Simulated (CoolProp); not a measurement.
The fluid at 393.8 K and 4.76 MPa (liquid) is heated at constant pressure to 413.3 K. The same conditions are run with several fluids, on thermodynamics alone (safety and materials aside).

Model: reference Helmholtz-energy equation of state of each fluid (octamethyltrisiloxane (MDM): Thol 2017; n-undecane: Aleksandrov 2011; isobutene: Lemmon 2005; isobutane: Bücker 2006), in CoolProp.

Q: Rank octamethyltrisiloxane (MDM), n-undecane, isobutene, isobutane by heat (kJ/kg), highest first.

A: isobutane (75.4), isobutene (68.5), n-undecane (50.7), octamethyltrisiloxane (MDM) (39.6)

| fluid | final phase | final density (kg/m³) |
|---|---|---|
| octamethyltrisiloxane (MDM) | liquid | 707 |
| n-undecane | liquid | 654 |
| isobutene | liquid | 388 |
| isobutane | supercritical | 338 |
